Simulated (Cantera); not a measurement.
Input: 1 mol PbO, 1 mol H2, held at 1175 K and 1 atm.

Method: chemical equilibrium by Gibbs-energy minimisation in Cantera with the NASA 1993 tables (ideal gas, pure condensed phases). Candidate condensed phases: H2O, Pb, PbO, PbO2, Pb3O4; 12 gas species. Each liquid is taken as pure. Mutual solubility and eutectic melting of coexisting phases are not modelled. Equilibrium is a limit: real reactors are often held back by kinetics, nucleation or transport.

Base state: H2O 0.999, Pb 0.000430, H2 0.000268, PbO 3.98e-5 (mole fractions); condensed: Pb(l) + PbO(l).

Problem. What changes in the equilibrium state with this change: pressure from 1 atm to 29.3 Torr?

Solution. 
```
species        before     after
-----------  --------  --------
H2O             0.999     0.988
Pb           0.000430    0.0112
H2           0.000268  0.000523
PbO           3.98e-5  0.000523
Pb(l), mol      0.999     0.988
PbO(l), mol  0.000228         0
```
